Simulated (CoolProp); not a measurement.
Vapour-liquid equilibrium of propane (1) + R152A (2) at 216.2 K; x and y are mole fractions of (1).

The numbers come from the multi-fluid Helmholtz-energy mixture model, Lemmon 2009 and Outcalt 1996; pair parameters Bell 2016 in CoolProp.

Task: Give the bubble pressure and the first vapour's composition at x = 0.275, 0.875, 0.95. Is there an azeotrope?

Result: x = 0.275: 51.85 kPa, y = 0.706; x = 0.875: 55.24 kPa, y = 0.821; x = 0.95: 53.12 kPa, y = 0.901. y crosses x between x = 0.725 and 0.8: the model has an azeotrope there.

Pair parameters are fitted to limited data, so mixtures are less certain than the pure fluids. With so large a gap from Raoult's law the liquid may split in two, which this calculation doesn't test in full.
